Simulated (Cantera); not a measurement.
# SiH₄ + N₂ + HCl (silicon epitaxy and polysilicon growth)

Input: 1 mol SiH₄, 100 mol N₂, 0.7 mol HCl, at 1025 °C and 0.0133 bar.

These are equilibrium values from Cantera (NASA tables, ideal gas, pure condensed phases), not measurements of a reactor. Candidate condensed phases: NH₄Cl, Si, Si₃N₄; 28 gas species. N₂ is the only nitrogen source here; it is nearly inert below about 1500 K, so the nitride shown seldom forms there in practice. The numbers say what is thermodynamically allowed, not how fast it happens.

```json
{
 "x(N₂)": "0.974",
 "x(H₂)": "0.0196",
 "x(HCl)": "0.00684",
 "x(SiCl₂)": "7.00e-6",
 "x(H)": "1.30e-6",
 "n(Si₃N₄(s))": "0.333 mol",
 "gas_amount": "102.0 mol",
 "log10 activity of Si(s) (absent)": "-2.96"
}
```
